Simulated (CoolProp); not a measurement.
Vapour-liquid equilibrium of p-xylene (1) + n-decane (2) at 331.4 K; x and y are mole fractions of (1).

Computed with CoolProp (multi-fluid Helmholtz-energy mixture model, Zhou 2012 and Lemmon 2006; pair parameters Bell 2016).

```csv
x,bubble pressure (bar),y at the bubble point,dew pressure at overall composition x (bar),liquid density (mol/L)
0.05,?,0.219,0.01448,5.020
0.2,?,0.559,0.01660,5.329
0.35,0.03317,0.721,0.01944,5.676
0.5,?,?,?,6.065
0.65,0.04738,?,0.02930,?
0.8,0.05425,0.942,0.03879,?
0.95,0.06117,0.987,0.05538,7.583
```

Q: Some entries are withheld; supply them.

A: 
- 0.05, bubble pressure (bar): 0.01692
- 0.2, bubble pressure (bar): 0.02541
- 0.5, bubble pressure (bar): 0.04042
- 0.5, y at the bubble point: 0.819
- 0.5, dew pressure at overall composition x (bar): 0.02340
- 0.65, y at the bubble point: 0.889
- 0.65, liquid density (mol/L): 6.505
- 0.8, liquid density (mol/L): 7.007

No azeotrope shows between x = 0.05 and 0.95.

The pair parameters rest on a limited set of measurements; away from them the model extrapolates.
